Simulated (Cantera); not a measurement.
A closed system holds: 1 mol Cu2O, 140 mol H2, 4.5 mol H2O, held at 1.00 bar.

Method: chemical equilibrium by Gibbs-energy minimisation in Cantera with the NASA 1993 tables (ideal gas, pure condensed phases). Candidate condensed phases: Cu, CuO, Cu(OH)2, Cu2O, H2O; 12 gas species. Equilibrium is a limit: real reactors are often held back by kinetics, nucleation or transport.

x: gas mole fraction; n: condensed amount in mol.

| T (°C) | x H2 | x H2O | x Cu | x H | n Cu(s) | n Cu(l) |
|---|---|---|---|---|---|---|
| 377 | 0.962 | 0.0381 | <1e-12 | <1e-12 | 2.00 | 0 |
| 527 | 0.962 | 0.0381 | <1e-12 | [?] | 2.00 | 0 |
| 677 | 0.962 | 0.0381 | 1.89e-12 | [?] | 2.00 | 0 |
| 827 | 0.962 | 0.0381 | 5.95e-10 | [?] | 2.00 | 0 |
| 977 | 0.962 | 0.0381 | 4.64e-8 | [?] | 2.00 | 0 |
| 1127 | 0.962 | 0.0381 | 1.35e-6 | [?] | 0 | 2.00 |
| 1277 | 0.962 | 0.0381 | 1.86e-5 | [?] | 0 | 2.00 |
| 1427 | 0.962 | 0.0381 | 0.000159 | [?] | 0 | 1.98 |

Complete the blanks.


- 527, x H: 2.84e-12
- 677, x H: 5.46e-10
- 827, x H: 2.54e-8
- 977, x H: 4.74e-7
- 1127, x H: 4.77e-6
- 1277, x H: 3.09e-5
- 1427, x H: 0.000144
